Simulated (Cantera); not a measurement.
Thermodynamics of tantalum, niobium, vanadium and zirconium in process gases, feed V + NH3 + N2

A closed system holds: 1 mol V, 6.3 mol NH3, 2.1 mol N2, at 1825 °C and 133 Pa.

These are equilibrium values from Cantera (NASA tables, ideal gas, pure condensed phases), not measurements of a reactor. Candidate condensed phases: V, VN; 11 gas species. Condensed phases not in the tables: V2N, N, O or C dissolved in the metal. Rates play no part.

```
Quantity       Result
----------  ---------
x(H2)           0.585
x(N2)           0.343
x(H)           0.0645
x(V)          0.00709
n(V(s))     0.892 mol
gas amount  15.30 mol
```
